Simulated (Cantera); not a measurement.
# Premixed flame

A freely propagating, adiabatic, planar premixed flame of CH4 : C2H6 : C3H8 : O2 : N2 : CO2 = 1 : 0.08 : 0.12 : 2.22 : 8.33 : 0.03 (molar parts), unburnt at 498 K and 0.210 bar; mixture-averaged transport, grid criteria slope 0.08 and curve 0.16, no radiation.

Model: GRI-Mech 3.0 (53 species, 325 reactions), integrated in Cantera. Burning velocities carry a grid error of a few per cent, more on coarse grids.

| z (mm) | T (K) | u (m/s) | x CH4 | x C2H6 | x C3H8 | x N2O | x CH2 | x H2 |
|---|---|---|---|---|---|---|---|---|
| -4.25 | 498 | 1.05 | 0.0847 | 0.00678 | 0.0102 | <1e-8 | <1e-8 | 0.00177 |
| -2.84 | 500 | 1.06 | 0.0843 | 0.00675 | 0.0101 | <1e-8 | <1e-8 | 0.00572 |
| -2.13 | 509 | 1.08 | 0.0833 | 0.00672 | 0.0101 | <1e-8 | <1e-8 | 0.0109 |
| -1.42 | 585 | 1.26 | 0.0789 | 0.00662 | 0.00981 | <1e-8 | <1e-8 | 0.0216 |
| -0.709 | 1031 | 2.29 | 0.0556 | 0.00587 | 0.00605 | <1e-8 | 7.79e-7 | 0.0389 |
| -0.354 | 1436 | 3.26 | 0.0313 | 0.00266 | 0.00140 | <1e-8 | 2.19e-5 | 0.0470 |
| 0 | 1786 | 4.12 | 0.00921 | 0.000195 | 2.56e-5 | <1e-8 | 9.55e-5 | 0.0493 |
| 0.354 | 1953 | 4.52 | 0.00126 | 2.08e-6 | 2.21e-8 | <1e-8 | 6.06e-5 | 0.0450 |
| 0.709 | 1999 | 4.62 | 0.000107 | 1.20e-8 | <1e-8 | <1e-8 | 1.04e-5 | 0.0412 |
| 1.42 | 2018 | 4.64 | 6.03e-7 | <1e-8 | <1e-8 | <1e-8 | 1.07e-7 | 0.0401 |
| 2.84 | 2031 | 4.66 | <1e-8 | <1e-8 | <1e-8 | <1e-8 | <1e-8 | 0.0411 |
| 5.67 | 2046 | 4.69 | <1e-8 | <1e-8 | <1e-8 | <1e-8 | <1e-8 | 0.0412 |
| 11.3 | 2071 | 4.73 | <1e-8 | <1e-8 | <1e-8 | <1e-8 | <1e-8 | 0.0409 |
x: mole fraction of selected species; z is measured from the peak of heat release.

```yaml
laminar_burning_velocity: 105 cm/s
thermal_thickness: 1.42 mm
peak x(CH2): 0.000101
peak x(H2): 0.0495
grid_points: 153
```
